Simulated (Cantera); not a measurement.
Feed: 1 mol SiC, 0.88 mol H₂O, 4.8 mol N₂, 0.15 mol CO₂, equilibrated at 1000 °C and 0.000250 bar.

These are equilibrium values from Cantera (NASA tables, ideal gas, pure condensed phases), not measurements of a reactor. Candidate condensed phases: C, C₆H₆, C₇H₈, C₈H₁₈, H₂O, Si, SiC, SiO₂, Si₂N₂O, Si₃N₄; 151 gas species. N₂ is the only nitrogen source here; it is nearly inert below about 1500 K, so the nitride shown seldom forms there in practice. The numbers say what is thermodynamically allowed, not how fast it happens.

Base state: N₂ 0.734, H₂ 0.150, CO 0.116, HCN 5.31e-5, H 1.75e-5, SiO 1.39e-5 (mole fractions); condensed: C(graphite) + Si₂N₂O(s).

Problem. What changes in the equilibrium state with this change: temperature from 1000 °C to 1827 °C?

Solution. 
| species | before | after |
|---|---|---|
| N₂ | 0.734 | 0.602 |
| CO | 0.116 | 0.137 |
| Si | <1e-9 | 0.105 |
| H₂ | 0.150 | 0.0814 |
| H | 1.75e-5 | 0.0562 |
| SiO | 1.39e-5 | 0.0112 |
| Si₂C | <1e-9 | 0.00385 |
| SiC₂ | <1e-9 | 0.000860 |
| Si₂ | <1e-9 | 0.000267 |
| SiN | <1e-9 | 0.000266 |
| SiH | <1e-9 | 0.000256 |
| C(graphite), mol | 0.470 | 0 |
| Si₂N₂O(s), mol | 0.500 | 0 |
The tables' values for SiN are old estimates; treat these amounts as uncertain.
